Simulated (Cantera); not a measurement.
Input: 1 mol Si3N4, 0.23 mol H2O, 2.6 mol H2, at 1.40e-5 bar.

Equilibrium computed with Cantera from the NASA thermochemical tables; the gas is ideal and each condensed phase is pure. Candidate condensed phases: H2O, Si, SiO2, Si2N2O, Si3N4; 35 gas species. Mutual solubility and eutectic melting of coexisting phases are not modelled. Rates play no part. All values below are at 1002 °C.

Base state: H2 0.973, N2 0.0264, H 0.000194, SiO 8.54e-5 (mole fractions); condensed: Si2N2O(s) + Si3N4(s).

What changes in the equilibrium state with this change: H2O from 0.23 to 0.056 mol?


| species | before | after |
|---|---|---|
| H2 | 0.973 | 0.982 |
| N2 | 0.0264 | 0.0181 |
| H | 0.000194 | 0.000195 |
| SiO | 8.54e-5 | 9.68e-5 |
| Si2N2O(s), mol | 0.230 | 0.0557 |
| Si3N4(s), mol | 0.847 | 0.948 |
| Si(s), mol | 0 | 0.0455 |
